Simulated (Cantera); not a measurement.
Input: 1 mol H2S, 0.019 mol SO2, held at 2823.15 K and 0.00930 bar.

Cantera equilibrium calculation (NASA polynomials, part measured and part estimated; ideal gas, pure solids and liquids). Candidate condensed phases: H2O, H2SO4, S; 19 gas species. Kinetics and transport are ignored.

Problem. What is the equilibrium state?

Solution. 
```
Property                            Result
-------------------------------  ---------
x(H)                                 0.411
x(S)                                 0.309
x(H2)                                0.199
x(S2)                               0.0416
x(SH)                               0.0236
x(SO)                               0.0111
x(H2O)                             0.00196
x(O)                               0.00149
x(OH)                              0.00116
gas amount                       2.385 mol
log10 activity of S(l) (absent)      -3.55
```
